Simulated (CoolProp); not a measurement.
Properties of n-perfluorohexane along the isobar 2390 kPa.

Model: reference Helmholtz-energy equation of state, Gao 2022, in CoolProp.

```
T (°C)          phase  cp (kJ/(kg K))  isothermal compressibility (1/MPa)
------  -------------  --------------  ----------------------------------
48.55          liquid           1.078                            0.003414
59.25          liquid           1.094                            0.003946
69.95          liquid           1.110                            0.004614
80.65          liquid           1.127                            0.005473
91.35          liquid           1.144                            0.006600
102.05         liquid           1.162                            0.008120
112.75         liquid           1.181                             0.01024
123.35         liquid           1.202                             0.01328
134.05         liquid           1.227                             0.01796
144.75         liquid           1.258                             0.02564
155.45         liquid           1.301                             0.03963
166.15         liquid           1.368                             0.06972
176.85  supercritical           1.512                              0.1585
```
